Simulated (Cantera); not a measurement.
Input (Python, Cantera):

```python
import numpy as np
import cantera as ct

gas = ct.Solution("gri30.yaml")
gas.TPX = 398, 120000, {'CO': 1, 'H2': 0.073, 'CH4': 0.81, 'O2': 2.2, 'N2': 7.92}
flame = ct.FreeFlame(gas, width=0.035)
flame.set_refine_criteria(ratio=3, slope=0.08, curve=0.16)
flame.transport_model = "mixture-averaged"
flame.solve(loglevel=0, auto=True)
flame.transport_model = "multicomponent"
flame.soret_enabled = True
flame.solve(loglevel=0, refine_grid=True)
z, T = flame.grid, flame.T
thick = (T[-1] - T[0]) / np.gradient(T, z).max()
show = ['CO', 'H2', 'CH4', 'C2H4', 'HCO', 'OH']
print(f"laminar burning velocity  {flame.velocity[0] * 100:.3f} cm/s")
print(f"burnt temperature         {T[-1]:.1f} K")
print(f"thermal thickness         {thick * 1e3:.4f} mm")
print(f"grid points               {len(z)}")
z0 = z[flame.heat_release_rate.argmax()]
print(f"{'z/mm':>9s}{'T/K':>9s}{'u/(m/s)':>9s}" + "".join(f"{s:>11s}" for s in show))
rows = []
for k in (-3, -2, -1.5, -1, -0.5, -0.25, 0, 0.25, 0.5, 1, 2, 4, 8):
    zz = z0 + k * thick
    rows.append([k * thick, np.interp(zz, z, T), np.interp(zz, z, flame.velocity),
                 *(np.interp(zz, z, flame.X[gas.species_index(s)]) for s in show)])
    print(f"{rows[-1][0] * 1e3:9.3f}{rows[-1][1]:9.1f}{rows[-1][2]:9.3f}" + "".join(f"{x:11.3e}" for x in rows[-1][3:]))
```

Output:

```
laminar burning velocity  78.045 cm/s
burnt temperature         2348.9 K
thermal thickness         0.3027 mm
grid points               154
     z/mm      T/K  u/(m/s)         CO         H2        CH4       C2H4        HCO         OH
   -0.908    398.0    0.781  8.331e-02  6.140e-03  6.748e-02  1.805e-10 -3.197e-19  6.235e-14
   -0.605    398.3    0.781  8.330e-02  6.298e-03  6.743e-02  4.488e-09  8.873e-17  4.315e-12
   -0.454    400.1    0.785  8.329e-02  6.553e-03  6.723e-02  4.242e-08  2.733e-15  1.451e-10
   -0.303    422.5    0.830  8.335e-02  7.342e-03  6.554e-02  9.602e-07  3.940e-12  3.873e-08
   -0.151    738.4    1.458  8.532e-02  1.088e-02  5.130e-02  3.249e-05  1.576e-07  4.569e-05
   -0.076   1173.6    2.332  8.991e-02  1.428e-02  3.089e-02  9.995e-05  7.341e-06  3.501e-04
    0.000   1604.0    3.197  9.225e-02  1.522e-02  7.592e-03  8.191e-05  4.913e-05  2.537e-03
    0.076   1787.6    3.546  7.887e-02  1.169e-02  4.989e-04  3.628e-06  1.376e-05  6.247e-03
    0.151   1856.3    3.655  6.353e-02  1.006e-02  1.615e-05  3.570e-08  8.141e-07  8.046e-03
    0.303   1940.2    3.786  4.866e-02  9.891e-03  3.143e-08  1.222e-11  1.152e-07  8.995e-03
    0.605   2038.2    3.950  4.055e-02  9.069e-03  4.174e-13  1.246e-15  6.429e-08  9.072e-03
    1.211   2138.5    4.119  3.498e-02  7.353e-03 -5.743e-16 -8.209e-16  3.121e-08  8.381e-03
    2.422   2226.1    4.262  2.878e-02  5.616e-03 -8.211e-17 -1.680e-16  1.350e-08  7.263e-03
```

Model: GRI-Mech 3.0 (53 species, 325 reactions), integrated in Cantera. Burning velocities carry a grid error of a few per cent, more on coarse grids.
